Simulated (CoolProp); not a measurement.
Properties of sulfur hexafluoride along the isotherm 63.35 °C.

Values from CoolProp's reference Helmholtz-energy equation of state, Guder 2009.

```
p (bar)          phase  cp (kJ/(kg K))  conductivity (mW/(m K))
-------  -------------  --------------  -----------------------
46.9     supercritical           1.932                        …
93.9     supercritical               …                     52.1
141      supercritical               …                        …
188      supercritical           1.019                        …
235      supercritical          0.9902                     67.4
282      supercritical               …                        …
329      supercritical          0.9587                     73.9
375      supercritical               …                     76.7
```

Q: Fill in the missing entries.

A: 
- 46.9, conductivity (mW/(m K)): 30.4
- 93.9, cp (kJ/(kg K)): 1.210
- 141, cp (kJ/(kg K)): 1.071
- 141, conductivity (mW/(m K)): 58.8
- 188, conductivity (mW/(m K)): 63.5
- 282, cp (kJ/(kg K)): 0.9717
- 282, conductivity (mW/(m K)): 70.8
- 375, cp (kJ/(kg K)): 0.9491

Thermal conductivity comes from a separate model (Assael 2012).
